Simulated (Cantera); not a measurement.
## Ti(OiPr)4 + H2 + N2 (titanium nitride, carbide and oxide coatings)

Charge: 1 mol Ti(OiPr)4, 140 mol H2, 300 mol N2, equilibrated at 30.0 Torr.

Equilibrium computed with Cantera from the NASA thermochemical tables; the gas is ideal and each condensed phase is pure. Candidate condensed phases: C, C6H6, C7H8, C8H18, H2O, Ti, TiC, TiN, TiO, TiO2, Ti2O3, Ti3O5, Ti4O7; 139 gas species. The feed counts by its element totals alone. TiC: taken at fixed stoichiometry. Kinetics and transport are ignored.

```csv
T (°C),log p N2,log p H2,log p H,log p HCN,n C(graphite),n TiC(s)
1650,-1.58,-1.88,-3.96,-3.70,4.45,1.000
1675,-1.58,-1.88,-3.89,-3.65,4.16,1.000
1700,-1.58,-1.88,-3.81,-3.61,3.84,1.000
1725,-1.59,-1.88,-3.73,-3.57,3.48,1.000
1750,-1.59,-1.88,-3.66,-3.53,3.10,1.000
1775,-1.59,-1.88,-3.59,-3.49,2.69,1.000
1800,-1.59,-1.88,-3.52,-3.45,2.25,1.000
1825,-1.59,-1.89,-3.46,-3.41,1.77,1.000
1850,-1.59,-1.89,-3.39,-3.37,1.26,1.000
1875,-1.59,-1.89,-3.33,-3.34,0.713,1.000
1900,-1.59,-1.89,-3.26,-3.30,0.126,1.000
1925,-1.59,-1.90,-3.20,-3.29,0,1.000
1950,-1.59,-1.90,-3.14,-3.29,0,1.000
```
log p: log10 of the partial pressure in bar; n: condensed amount in mol.

From 1650 °C to 1900 °C the condensed part is C(graphite) + TiC(s). From 1925 °C to 1950 °C the condensed part is TiC(s).
